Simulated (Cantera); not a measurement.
Input: 1 mol toluene, 0.6 mol O2, 2.5 mol N2, held at 1000 °C and 133 Pa.

Cantera equilibrium calculation (NASA polynomials, part measured and part estimated; ideal gas, pure solids and liquids). Candidate condensed phases: C, C6H6, C7H8, C8H18, H2O; 136 gas species. Kinetics and transport are ignored.

What is the equilibrium state?

x(H2): 0.519
x(N2): 0.325
x(CO): 0.156
x(HCN): 6.56e-5
x(H): 1.41e-5
x(CH4): 3.38e-6
x(H2O): 1.28e-6
n(C(graphite)): 5.80 mol
gas amount: 7.700 mol
